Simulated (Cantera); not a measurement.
Standard-state values (1 bar) from the NASA 1993 polynomials, evaluated with Cantera. Values are per mole of reaction as written; species without (g) are pure solids or liquids, kept so even where they would boil at 1 bar. TaC: taken at fixed stoichiometry.

2 N(g) + H₂(g) + 2 TaC ⇌ 2 HCN(g) + 2 Ta, with ΔH° = -387.2 kJ and ΔS° = -35.6 J/K at 300 K.

### Question
How far is the shortcut ΔG° ≈ ΔH°(300 K) − T·ΔS°(300 K) from the full temperature-dependent value at 1098, 1248, 1398, 1548, 1698, 1848 K?

### Answer
| T (K) | shortcut (kJ) | full (kJ) | difference (kJ) | difference in log10 K |
|---|---|---|---|---|
| 1098 | -348.1 | -334.0 | -14.1 | 0.67 |
| 1248 | -342.8 | -324.3 | -18.5 | 0.77 |
| 1398 | -337.5 | -314.3 | -23.2 | 0.87 |
| 1548 | -332.1 | -304.1 | -28.1 | 0.95 |
| 1698 | -326.8 | -293.6 | -33.2 | 1.02 |
| 1848 | -321.4 | -282.9 | -38.5 | 1.09 |
The shortcut ignores the heat-capacity change of the reaction.
